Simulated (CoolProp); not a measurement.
Vapour-liquid equilibrium of isobutane (1) + acetone (2) at 2.05 bar; x and y are mole fractions of (1).

Computed with CoolProp (multi-fluid Helmholtz-energy mixture model, Bücker 2006 and Lemmon 2006; pair parameters Bell 2016).

```
x     bubble temperature, mixture model (K)  bubble temperature, Raoult's law (K)  y, mixture model  y, Raoult's law
----  -------------------------------------  ------------------------------------  ----------------  ---------------
0.05                                  326.8                                 343.0             0.551            0.264
0.15                                  300.3                                 329.2             0.845            0.580
0.25                                  290.7                                 318.6             0.903            0.746
0.35                                  287.1                                 310.2             0.920            0.840
0.45                                  285.8                                 303.5             0.927            0.897
0.55                                  285.3                                 297.9             0.930            0.933
0.65                                  284.9                                 293.1             0.932            0.958
0.75                                  284.2                                 289.1             0.938            0.975
0.85                                  283.1                                 285.5             0.951            0.987
0.95                                  281.7                                 282.4             0.978            0.996
```

The largest gap from Raoult's law is -28.9 K in bubble temperature, at x = 0.15. No azeotrope shows between x = 0.05 and 0.95.

The pair parameters rest on a limited set of measurements; away from them the model extrapolates. With so large a gap from Raoult's law the liquid may split in two, which this calculation doesn't test in full.
